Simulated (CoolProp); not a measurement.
Vapour-liquid equilibrium of R142b (1) + R113 (2) at 300.8 K; x and y are mole fractions of (1).

Values from CoolProp's multi-fluid Helmholtz-energy mixture model, Lemmon 2006 and Marx 1992; pair parameters Bell 2016.

```tsv
x	bubble pressure, mixture model (bar)	bubble pressure, Raoult's law (bar)	y, mixture model	y, Raoult's law
0.05	(withheld)	0.6553	0.322	0.279
0.2	1.276	1.130	0.672	0.648
0.35	1.780	1.605	0.799	0.799
0.5	(withheld)	2.079	0.868	0.880
0.65	2.653	2.554	(withheld)	0.932
0.8	3.070	3.029	0.953	0.967
0.95	(withheld)	3.503	0.988	0.993
```

Q: What belongs in the gaps?

A: 
- 0.05, bubble pressure, mixture model (bar): 0.7044
- 0.5, bubble pressure, mixture model (bar): 2.232
- 0.65, y, mixture model: 0.915
- 0.95, bubble pressure, mixture model (bar): 3.507

The largest gap from Raoult's law is +12.9 % in bubble pressure, at x = 0.2. No azeotrope shows between x = 0.05 and 0.95.

The pair parameters rest on a limited set of measurements; away from them the model extrapolates.
